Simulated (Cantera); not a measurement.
A perfectly stirred reactor is fed with H2 : O2 : N2 = 1 : 0.625 : 2.35 (molar parts), equivalence ratio 0.80, at 100000 Pa; it is adiabatic with a 748 K inlet, and is followed from long to short residence time, starting on the burning branch (τ in s: 0.08, 0.035, 0.016, 0.0068, 0.003, 0.0013, 0.00058, 0.00026, 0.00011, 5e-05, 2.2e-05, 9.6e-06).

Model: the H2/O2 subset of GRI-Mech 3.0, which has no nitrogen chemistry, integrated in Cantera.

### Question
What does this change do: inlet temperature 748 to 400 K?

### Answer
```tsv
quantity	before	after
blow-out, bracketed by the residence times tried	burning at 9.60 µs, the shortest tried	burning at 22.0 µs, out at 9.60 µs
x(H2) at τ = 80.0 ms	0.00709	0.00258
x(O2) at τ = 80.0 ms	0.0352	0.0352
x(H2O2) at τ = 80.0 ms	3.21e-7	2.02e-7
x(OH) at τ = 80.0 ms	0.0133	0.00674
x(H2O) at τ = 80.0 ms	0.270	0.281
x(H2) at τ = 0.580 ms	0.0201	0.0169
x(O2) at τ = 0.580 ms	0.0392	0.0395
x(H2O2) at τ = 0.580 ms	3.29e-7	4.85e-7
x(OH) at τ = 0.580 ms	0.0194	0.0141
x(H2O) at τ = 0.580 ms	0.245	0.253
```
